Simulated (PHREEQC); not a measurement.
0.15 g of hydrous ferric oxide (600 m²/g; 0.2 weak and 0.005 strong sites per Fe, Dzombak-Morel constants, diffuse double layer) in 1 kg of water with 0.1 mol/kgw of an inert sodium salt and 9.7e-06 mol/kgw Ag2SO4, at 25 °C; the pH is set by adding NaOH or the inert anion's acid. Oxygen alone is held at its pressure in air (log pO2 = -0.68). No CO2 enters from the air. Precipitation was switched off in this run.

Base run: PHREEQC, ion-association model, wateq4f.dat. Each further column changes one thing. The table gives S sorbed (%).

```tsv
pH	base	no electrostatic term (-no_edl)	background salt from 0.1 to 0.01 mol/kgw	oxide from 0.15 to 0.75 g/kgw
3	97.3	0.0	100.0	99.5
3.5	97.1	0.0	100.0	99.5
4	96.3	0.0	99.9	99.4
5	86.9	0.0	99.1	?
5.5	69.7	0.0	?	?
6	40.0	0.0	?	78.3
6.5	13.9	0.0	43.3	45.1
7	3.1	0.0	10.6	?
8	0.1	0.1	0.2	?
8.5	0.0	0.0	0.0	0.1
9	0.0	0.0	0.0	0.0
```

Task: Complete the blanks.

Result: 
- 5, oxide from 0.15 to 0.75 g/kgw: 97.5
- 5.5, background salt from 0.1 to 0.01 mol/kgw: 95.9
- 5.5, oxide from 0.15 to 0.75 g/kgw: 93.0
- 6, background salt from 0.1 to 0.01 mol/kgw: 81.2
- 7, oxide from 0.15 to 0.75 g/kgw: 13.8
- 8, oxide from 0.15 to 0.75 g/kgw: 0.4

The oxide is taken as insoluble; below pH 4 it would dissolve.
